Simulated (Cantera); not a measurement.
A closed system holds: 1 mol Si, 0.041 mol CO2, 1.1 mol N2, held at 1075 °C and 0.360 Pa.

These are equilibrium values from Cantera (NASA tables, ideal gas, pure condensed phases), not measurements of a reactor. Candidate condensed phases: C, Si, SiC, SiO2, Si2N2O, Si3N4; 34 gas species. N2 is the only nitrogen source here; it is nearly inert below about 1500 K, so the nitride shown seldom forms there in practice. Mutual solubility and eutectic melting of coexisting phases are not modelled. The numbers say what is thermodynamically allowed, not how fast it happens.

Base state: N2 0.997, SiO 0.00303, CO 0.000122, Si 3.16e-5 (mole fractions); condensed: SiC(s) + Si2N2O(s) + Si3N4(s).

Problem. What changes in the equilibrium state with this change: 0.43 mol NH3 added?

Solution. 
| species | before | after |
|---|---|---|
| N2 | 0.997 | 0.520 |
| H2 | 0 | 0.475 |
| SiO | 0.00303 | 0.00376 |
| H | 0 | 0.000841 |
| CO | 0.000122 | 6.37e-5 |
| Si | 3.16e-5 | 4.87e-5 |
| SiC(s), mol | 0.0409 | 0.0409 |
| Si2N2O(s), mol | 0.0805 | 0.0768 |
| Si3N4(s), mol | 0.266 | 0.267 |
Further candidate phases: C6H6, C7H8, C8H18, H2O.
